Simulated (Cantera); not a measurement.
Input (Python, Cantera) and output of one run.

```python
import numpy as np
import cantera as ct

gas_names = """
    CL CL2 Fe FeCL FeCL2 FeCL3 Fe2CL4 Fe2CL6 H HCL H2
""".split()
cond_names = """
    Fe(a) Fe(c) Fe(d) Fe(L) FeCL2(s) FeCL2(L) FeCL3(s) FeCL3(L)
""".split()


# ... load() reads the species with a 1 bar reference pressure and builds the phases ...
atoms = {
    'FeCl3': {'Fe': 1, 'CL': 3},
    'H2': {'H': 2},
}
top_T = {}  # K; cautious upper limits of use, not melting points


# ... equilibrate(T, P, feed) seeds the gas with the atoms and calls Mixture.equilibrate('TP', solver="vcs", rtol=1e-11, max_steps=5000) ...
results = []
T = 1875  # K
P = 1000  # Pa
for m in [1.2, 2.1, 3.5, 5.8, 9.7, 16, 27]:
    feed = {'FeCl3': 1, 'H2': m}  # mol
    mix = equilibrate(T, P, feed)
    results.append((T, P, feed, dict(zip(mix.species_names, mix.species_moles))))
    x = sorted(zip(gas.X, gas.species_names), reverse=True)
    print(f"T = {T:g} K  P = {P:g} Pa  n(H2) = {m:g} mol  gas = {mix.phase_moles(0):.4g} mol")
    print("   x: " + "  ".join(f"{s} {v:.3e}" for v, s in x if v > 1e-06))
    print("   condensed (mol): " + ("  ".join(f"{mix.phase(i).name} {mix.phase_moles(i):.4g}"
          for i in range(1, mix.n_phases) if mix.phase_moles(i) > 1e-12) or "none"))
```

It prints:

```
T = 1875 K  P = 1000 Pa  n(H2) = 1.2 mol  gas = 2.722 mol
   x: HCL 3.728e-01  FeCL2 3.628e-01  H2 2.528e-01  Fe 4.459e-03  CL 3.680e-03  H 3.296e-03  FeCL 1.592e-04  FeCL3 1.735e-05  Fe2CL4 5.641e-06
   condensed (mol): none
T = 1875 K  P = 1000 Pa  n(H2) = 2.1 mol  gas = 3.642 mol
   x: H2 4.233e-01  HCL 3.024e-01  FeCL2 2.594e-01  Fe 8.113e-03  H 4.265e-03  CL 2.307e-03  FeCL 1.816e-04  FeCL3 7.779e-06  Fe2CL4 2.885e-06
   condensed (mol): Fe(L) 0.02497
T = 1875 K  P = 1000 Pa  n(H2) = 3.5 mol  gas = 5.058 mol
   x: H2 5.538e-01  HCL 2.715e-01  FeCL2 1.598e-01  Fe 8.113e-03  H 4.878e-03  CL 1.811e-03  FeCL 1.425e-04  FeCL3 3.762e-06  Fe2CL4 1.095e-06
   condensed (mol): Fe(L) 0.1498
T = 1875 K  P = 1000 Pa  n(H2) = 5.8 mol  gas = 7.385 mol
   x: H2 6.705e-01  HCL 2.244e-01  FeCL2 9.018e-02  Fe 8.113e-03  H 5.367e-03  CL 1.360e-03  FeCL 1.071e-04  FeCL3 1.594e-06
   condensed (mol): Fe(L) 0.2733
T = 1875 K  P = 1000 Pa  n(H2) = 9.7 mol  gas = 11.33 mol
   x: H2 7.674e-01  HCL 1.716e-01  FeCL2 4.607e-02  Fe 8.113e-03  H 5.742e-03  CL 9.722e-04  FeCL 7.653e-05
   condensed (mol): Fe(L) 0.3852
T = 1875 K  P = 1000 Pa  n(H2) = 16 mol  gas = 17.7 mol
   x: H2 8.386e-01  HCL 1.244e-01  FeCL2 2.216e-02  Fe 8.113e-03  H 6.003e-03  CL 6.743e-04  FeCL 5.308e-05
   condensed (mol): Fe(L) 0.4631
T = 1875 K  P = 1000 Pa  n(H2) = 27 mol  gas = 28.83 mol
   x: H2 8.912e-01  HCL 8.439e-02  FeCL2 9.596e-03  Fe 8.113e-03  H 6.188e-03  CL 4.437e-04  FeCL 3.493e-05
   condensed (mol): Fe(L) 0.4885
```

These are equilibrium values from Cantera (NASA tables, ideal gas, pure condensed phases), not measurements of a reactor.
